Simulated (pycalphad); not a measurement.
All values are pycalphad results on the COST 507 light-alloy database (1999) (1 atm), not direct measurements. No gas phase is included, though pure Mg would boil below 1377 °C. These are 1990s assessments: newer ones move some temperatures and phases. Kinetics are ignored, which matters at the lower temperatures.

**Question.** How does the equilibrium phase assembly of Mg-1.35Si (at.%) change on cooling from 1377 °C to 77 °C?

**Answer.** 
```json
[
 {"T (°C)": "643.3", "phases above": "liquid", "phases below": "liquid + MG2SI"},
 {"T (°C)": "638.7", "phases above": "liquid + MG2SI", "phases below": "hcp + MG2SI"}
]
```
Changes were sought between steps of 50 K, so a narrower field can be missed.

Database names, with the compositions (at.%) that they take in these runs: MG2SI: Mg 67 Si 33.
